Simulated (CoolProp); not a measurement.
Vapour-liquid equilibrium of benzene (1) + n-heptane (2) at 71.15 °C; x and y are mole fractions of (1).

Model: multi-fluid Helmholtz-energy mixture model, Thol 2012 and Span 2003; pair parameters Bell 2016, in CoolProp.

| x | bubble pressure (MPa) | y at the bubble point | dew pressure at overall composition x (MPa) | liquid density (mol/L) |
|---|---|---|---|---|
| 0.05 | 0.04511 | 0.109 | 0.04348 | 6.513 |
| 0.125 | 0.04938 | 0.248 | 0.04555 | 6.721 |
| 0.2 | 0.05343 | 0.360 | 0.04783 | 6.941 |
| 0.275 | 0.05716 | 0.453 | 0.05032 | 7.174 |
| 0.35 | 0.06054 | 0.530 | 0.05304 | 7.423 |
| 0.425 | 0.06354 | 0.595 | 0.05601 | 7.689 |
| 0.5 | 0.06620 | 0.652 | 0.05921 | 7.974 |
| 0.575 | 0.06853 | 0.704 | 0.06261 | 8.280 |
| 0.65 | 0.07057 | 0.752 | 0.06609 | 8.608 |
| 0.725 | 0.07233 | 0.799 | 0.06943 | 8.963 |
| 0.8 | 0.07383 | 0.847 | 0.07235 | 9.347 |
| 0.875 | 0.07507 | 0.899 | 0.07455 | 9.764 |
| 0.95 | 0.07597 | 0.956 | 0.07590 | 10.22 |

No azeotrope shows between x = 0.05 and 0.95.

Pair parameters are fitted to limited data, so mixtures are less certain than the pure fluids.
